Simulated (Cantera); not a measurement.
Cantera run, input and output.

```python
import numpy as np
import cantera as ct

gas = ct.Solution("h2o2.yaml")
gas.TPX = 600, 101325, {'H2': 1, 'O2': 0.847, 'N2': 3.19}
flame = ct.FreeFlame(gas, width=0.04)
flame.set_refine_criteria(ratio=3, slope=0.08, curve=0.16)
flame.transport_model = "mixture-averaged"
flame.solve(loglevel=0, auto=True)
z, T = flame.grid, flame.T
thick = (T[-1] - T[0]) / np.gradient(T, z).max()
show = ['H2', 'O2', 'H', 'O', 'OH', 'H2O']
print(f"laminar burning velocity  {flame.velocity[0] * 100:.3f} cm/s")
print(f"burnt temperature         {T[-1]:.1f} K")
print(f"thermal thickness         {thick * 1e3:.4f} mm")
print(f"grid points               {len(z)}")
z0 = z[flame.heat_release_rate.argmax()]
print(f"{'z/mm':>9s}{'T/K':>9s}{'u/(m/s)':>9s}" + "".join(f"{s:>11s}" for s in show))
rows = []
for k in (-3, -2, -1.5, -1, -0.5, -0.25, 0, 0.25, 0.5, 1, 2, 4, 8):
    zz = z0 + k * thick
    rows.append([k * thick, np.interp(zz, z, T), np.interp(zz, z, flame.velocity),
                 *(np.interp(zz, z, flame.X[gas.species_index(s)]) for s in show)])
    print(f"{rows[-1][0] * 1e3:9.3f}{rows[-1][1]:9.1f}{rows[-1][2]:9.3f}" + "".join(f"{x:11.3e}" for x in rows[-1][3:]))
```

It prints:

```
laminar burning velocity  420.875 cm/s
burnt temperature         2050.0 K
thermal thickness         0.4205 mm
grid points               112
     z/mm      T/K  u/(m/s)         H2         O2          H          O         OH        H2O
   -1.262    600.0    4.209  1.985e-01  1.682e-01  1.082e-14  1.002e-13  3.510e-15  2.475e-10
   -0.841    600.0    4.209  1.985e-01  1.682e-01  1.029e-12  7.979e-12  2.797e-13  8.823e-09
   -0.631    600.0    4.208  1.984e-01  1.682e-01  1.554e-10  4.173e-10  1.493e-11  1.773e-07
   -0.421    600.3    4.206  1.975e-01  1.684e-01  5.690e-08  2.508e-08  2.127e-09  5.911e-06
   -0.210    638.5    4.411  1.837e-01  1.697e-01  1.663e-04  1.629e-05  9.101e-05  2.592e-03
   -0.105    852.6    5.736  1.454e-01  1.639e-01  3.441e-03  4.362e-04  7.431e-04  2.599e-02
    0.000   1203.0    7.905  7.762e-02  1.332e-01  1.490e-02  4.471e-03  3.121e-03  9.274e-02
    0.105   1463.3    9.538  2.935e-02  9.612e-02  2.069e-02  1.023e-02  7.644e-03  1.554e-01
    0.210   1604.7   10.411  1.562e-02  8.266e-02  1.766e-02  1.162e-02  1.018e-02  1.778e-01
    0.421   1746.5   11.253  1.080e-02  7.792e-02  1.096e-02  9.583e-03  1.156e-02  1.897e-01
    0.841   1868.6   11.953  7.347e-03  7.633e-02  5.293e-03  6.284e-03  1.120e-02  1.991e-01
    1.682   1959.1   12.458  4.042e-03  7.589e-02  1.929e-03  3.346e-03  9.262e-03  2.070e-01
    3.364   2012.3   12.750  1.815e-03  7.619e-02  5.480e-04  1.482e-03  6.613e-03  2.123e-01
```

Detailed kinetics in Cantera: the H2/O2 subset of GRI-Mech 3.0, which has no nitrogen chemistry. Burning velocities carry a grid error of a few per cent, more on coarse grids. Lean hydrogen flames are cellular in practice and burn faster than this planar one.
